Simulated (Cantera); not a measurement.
Input: 1 mol N₂O, 0.061 mol H₂, 17 mol N₂, held at 2748.15 K and 1.00 bar.

These are equilibrium values from Cantera (NASA tables, ideal gas, pure condensed phases), not measurements of a reactor. Candidate condensed phases: H₂O; 24 gas species. Kinetics and transport are ignored.

Base state: N₂ 0.962, O₂ 0.0169, NO 0.0107, O 0.00573, OH 0.00196, H₂O 0.00158, H 0.000999, H₂ 0.000216 (mole fractions); condensed: gas only.

Task: What changes in the equilibrium state with this change: pressure from 1.00 bar to 0.390 bar?

Result: 
```
species    before     after
-------  --------  --------
N₂          0.962     0.960
O₂         0.0169    0.0157
NO         0.0107    0.0103
O         0.00573   0.00884
H        0.000999   0.00174
H₂O       0.00158   0.00112
H₂       0.000216  0.000255
OH        0.00196   0.00205
```

Task: What changes in the equilibrium state with this change: temperature from 2748.15 K to 2973.15 K?

Result: 
```json
[
 {"species": "N₂", "before": "0.962", "after": "0.957"},
 {"species": "O₂", "before": "0.0169", "after": "0.0131"},
 {"species": "NO", "before": "0.0107", "after": "0.0127"},
 {"species": "O", "before": "0.00573", "after": "0.0118"},
 {"species": "N", "before": "2.32e-6", "after": "1.14e-5"},
 {"species": "H", "before": "0.000999", "after": "0.00237"}
]
```
